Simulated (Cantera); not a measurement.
What does this Cantera script print?

```python
import numpy as np
import cantera as ct

gas_names = """
    AL ALCL ALCL2 ALCL3 ALH ALN AL2 AL2CL6 CL CL2 H HCL H2 N NH NH2 NH3 N2 N2H2 N2H4
""".split()
cond_names = """
    AL(cr) AL(L) ALCL3(s) ALCL3(L) ALN(s) NH4CL(a) NH4CL(b)
""".split()


def load(file, names, dense=False):
    # The tables refer to 1 bar. Condensed volumes are neglected.
    table = {s.name: s for s in ct.Species.list_from_file(file)}
    out = []
    for n in names:
        d = dict(table[n].input_data)
        d["thermo"] = dict(d["thermo"], **{"reference-pressure": 1e5})
        if dense:
            d["equation-of-state"] = {"model": "constant-volume", "density": "1e6 g/cm^3"}
        out.append(ct.Species.from_dict(d))
    return out


gas = ct.Solution(thermo="ideal-gas", species=load("nasa_gas.yaml", gas_names))
cond = {s.name: ct.Solution(thermo="fixed-stoichiometry", species=[s], name=s.name)
        for s in load("nasa_condensed.yaml", cond_names, dense=True)}
atoms = {
    'Al': {'AL': 1},
    'HCl': {'H': 1, 'CL': 1},
    'N2': {'N': 2},
}
top_T = {'ALN(s)': 2750}  # K; cautious upper limits of use, not melting points


def equilibrate(T, P, feed):
    n = {}
    for name, mol in feed.items():
        for a, k in atoms[name].items():
            n[a] = n.get(a, 0.0) + k * mol
    gas.TPX = T, P, n
    mass = sum(n.values()) * gas.mean_molecular_weight
    gas.equilibrate("TP")
    valid = [c for c in cond.values() if c.min_temp <= T <= top_T.get(c.name, c.max_temp)]
    mix = ct.Mixture([(gas, mass / gas.mean_molecular_weight)] + [(c, 0.0) for c in valid])
    mix.T, mix.P = T, P
    mix.equilibrate("TP", solver="vcs", rtol=1e-11, max_steps=5000)
    return mix


results = []
feed = {'Al': 1, 'HCl': 2.8, 'N2': 41}  # mol
T = 1400  # K
for P in [1, 3.6, 13, 46, 170, 600, 2200, 7700, 28000, 100000]:
    mix = equilibrate(T, P, feed)
    results.append((T, P, feed, dict(zip(mix.species_names, mix.species_moles))))

top = {s: max(r[3][s] / sum(r[3][g] for g in gas_names) for r in results) for s in gas_names}
cols = sorted((s for s in top if top[s] > 0.0001), key=lambda s: -top[s])[:6]
seen = [c for c in cond_names if any(r[3].get(c, 0) > 1e-12 for r in results)]
print("log10 of partial pressures in bar; condensed amounts in mol")
print(f"{'P/Pa':>10s}" + "".join(f"{s[:9]:>10s}" for s in cols + seen))
for T, P, feed, n in results:
    ng = sum(n[g] for g in gas_names)
    print(f"{P:10.4g}" + "".join(f"{np.log10(max(n[s] / ng * P / 1e5, 1e-99)):10.3f}" for s in cols)
          + "".join(f"{n.get(c, 0):10.4g}" for c in seen))
```

Output:

```
log10 of partial pressures in bar; condensed amounts in mol
      P/Pa        N2       HCL        H2      ALCL     ALCL3     ALCL2    ALN(s)
         1    -5.032    -6.477    -6.825    -6.742    -7.594    -7.701         0
       3.6    -4.475    -5.989    -6.201    -6.258    -6.758    -7.041         0
        13    -3.916    -5.529    -5.575    -5.797    -6.002    -6.432         0
        46    -3.366    -5.101    -4.969    -5.362    -5.317    -5.872         0
       170    -2.796    -4.612    -4.373    -5.071    -4.644    -5.390   0.09578
       600    -2.248    -4.047    -3.828    -5.053    -4.043    -5.081    0.2203
      2200    -1.683    -3.477    -3.265    -5.047    -3.458    -4.785    0.2633
      7700    -1.139    -2.930    -2.721    -5.044    -2.905    -4.508    0.2778
   2.8e+04    -0.578    -2.368    -2.161    -5.043    -2.341    -4.225    0.2836
     1e+05    -0.025    -1.815    -1.608    -5.042    -1.786    -3.947     0.286
```

Equilibrium computed with Cantera from the NASA thermochemical tables; the gas is ideal and each condensed phase is pure. The tables' values for AlCl2 are old estimates; treat these amounts as uncertain.
